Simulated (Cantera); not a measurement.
A closed system holds: 1 mol CH₃Cl, 2.6 mol F₂, 4.9 mol H₂, equilibrated at 1475 K and 34.0 Pa.

These are equilibrium values from Cantera (NASA tables, ideal gas, pure condensed phases), not measurements of a reactor. Candidate condensed phases: C, C₆H₆, C₇H₈, C₈H₁₈; 118 gas species. Kinetics and transport are ignored.

Base state: HF 0.547, H₂ 0.347, HCl 0.105, H 0.000414, Cl 0.000102 (mole fractions); condensed: C(graphite).

Question: What changes in the equilibrium state with this change: temperature from 1475 K to 3048 K?

Answer: 
| species | before | after |
|---|---|---|
| H | 0.000414 | 0.594 |
| F | 1.49e-8 | 0.158 |
| HF | 0.547 | 0.142 |
| H₂ | 0.347 | 0.00360 |
| C | <1e-9 | 0.0341 |
| Cl | 0.000102 | 0.0576 |
| HCl | 0.105 | 0.000514 |
| C₃ | <1e-9 | 0.00470 |
| C₂ | <1e-9 | 0.00331 |
| CF | <1e-9 | 0.00293 |
| C₂H | <1e-9 | 0.000166 |
| C(graphite), mol | 1.000 | 0 |
